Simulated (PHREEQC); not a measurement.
**Nickel, zinc or cadmium bath: speciation**

Consider water at 5 °C with 0.16 mol CdCl2 and 0.22 mol KCl per kg of water. Closed to the air; pH follows from the charge balance.

Model: ion-association model, phreeqc.dat, run in PHREEQC.

Each row changes one thing in this solution. Precipitation was switched off in this run.

| case | pH | ionic strength (mol/kgw) | Cl- (mol/kgw) | SI of Sylvite (KCl) |
|---|---|---|---|---|
| as made | 5.45 | 0.343 | 0.324 | -2.27 |
| KCl replaced by KNO3 at the same molality | 5.43 | 0.402 | 0.161 | -2.59 |
| diluted 2-fold with water | (withheld) | 0.191 | 0.179 | -2.78 |
| KCl from 0.22 to 0.044 mol/kgw | (withheld) | 0.205 | 0.182 | -3.18 |
| diluted 5-fold with water | 5.72 | 0.0869 | 0.0793 | -3.46 |
| KCl from 0.22 to 0.022 mol/kgw | 5.40 | 0.190 | 0.165 | -3.51 |
| 0.024 mol/kgw CO2 added | 4.01 | 0.343 | 0.324 | -2.27 |
| CdCl2 left out | 7.34 | 0.220 | 0.220 | -2.40 |

### Question
Some entries are withheld; supply them.

### Answer

- diluted 2-fold with water, pH: 5.56
- KCl from 0.22 to 0.044 mol/kgw, pH: 5.41

Species that the database lacks are ignored. Constants without temperature data keep their 25 °C values here.
